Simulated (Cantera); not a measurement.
An adiabatic, constant-pressure homogeneous reactor starts with CO : H2 : O2 : N2 = 1 : 0.12 : 1.75 : 6.58 (molar parts), equivalence ratio 0.32, at 1500 K and 1.30 bar. Integrator tolerance rtol = 1e-08.

Detailed kinetics in Cantera: GRI-Mech 3.0 (53 species, 325 reactions).

What does this change do: pressure from 1.30 bar to 2.10 bar?


```json
[
 {"quantity": "time of steepest temperature rise", "before": "36.5 µs", "after": "22.7 µs"},
 {"quantity": "temperature at 0.900 s", "before": "2320 K", "after": "2327 K"},
 {"quantity": "equilibrium temperature", "before": "2320 K", "after": "2327 K"},
 {"quantity": "x(CO) at 0.900 s", "before": "0.00354 (gas-phase equilibrium 0.00354)", "after": "0.00293 (gas-phase equilibrium 0.00293)"},
 {"quantity": "x(H2) at 0.900 s", "before": "7.02e-5 (gas-phase equilibrium 7.02e-5)", "after": "5.81e-5 (gas-phase equilibrium 5.81e-5)"},
 {"quantity": "x(O2) at 0.900 s", "before": "0.128 (gas-phase equilibrium 0.128)", "after": "0.127 (gas-phase equilibrium 0.127)"},
 {"quantity": "x(NO2) at 0.900 s", "before": "1.19e-5 (gas-phase equilibrium 1.19e-5)", "after": "1.52e-5 (gas-phase equilibrium 1.52e-5)"},
 {"quantity": "x(NO) at 0.900 s", "before": "0.0123 (gas-phase equilibrium 0.0123)", "after": "0.0125 (gas-phase equilibrium 0.0125)"}
]
```
The hydrogen kinetics of GRI-Mech 3.0 are dated; newer H2 mechanisms differ, most at raised pressure.

What does this change do: pressure from 1.30 bar to 5.00 bar?


```csv
quantity,before,after
time of steepest temperature rise,36.5 µs,9.94 µs
temperature at 0.900 s,2320 K,2338 K
equilibrium temperature,2320 K,2338 K
x(CO) at 0.900 s,0.00354 (gas-phase equilibrium 0.00354),0.00204 (gas-phase equilibrium 0.00204)
x(H2) at 0.900 s,7.02e-5 (gas-phase equilibrium 7.02e-5),4.06e-5 (gas-phase equilibrium 4.06e-5)
x(O2) at 0.900 s,0.128 (gas-phase equilibrium 0.128),0.127 (gas-phase equilibrium 0.127)
x(NO2) at 0.900 s,1.19e-5 (gas-phase equilibrium 1.19e-5),2.37e-5 (gas-phase equilibrium 2.37e-5)
x(NO) at 0.900 s,0.0123 (gas-phase equilibrium 0.0123),0.0128 (gas-phase equilibrium 0.0128)
```
The hydrogen kinetics of GRI-Mech 3.0 are dated; newer H2 mechanisms differ, most at raised pressure.
